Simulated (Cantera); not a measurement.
Standard-state values (1 bar) from the NASA 1993 polynomials, evaluated with Cantera. Values are per mole of reaction as written; species without (g) are pure solids or liquids, kept so even where they would boil at 1 bar.

2 H2O(g) + Nb ⇌ 4 H(g) + NbO2

```tsv
T (K)	ΔH° (kJ)	ΔS° (J/K)	ΔG° (kJ)	log10 K
1673	(withheld)	(withheld)	(withheld)	(withheld)
1723	637.8	195.7	300.7	-9.12
1773	639.6	196.7	290.9	-8.57
1823	641.3	197.6	281.0	-8.05
1873	(withheld)	(withheld)	(withheld)	(withheld)
1923	644.5	199.4	261.2	-7.09
1973	646.1	200.1	251.2	-6.65
2023	647.5	200.9	241.1	-6.23
2073	649.0	201.6	231.1	-5.82
2123	650.3	202.2	221.0	-5.44
```

### Question
Complete the blanks.

### Answer

- 1673, ΔH° (kJ): 636.0
- 1673, ΔS° (J/K): 194.6
- 1673, ΔG° (kJ): 310.4
- 1673, log10 K: -9.69
- 1873, ΔH° (kJ): 642.9
- 1873, ΔS° (J/K): 198.5
- 1873, ΔG° (kJ): 271.1
- 1873, log10 K: -7.56
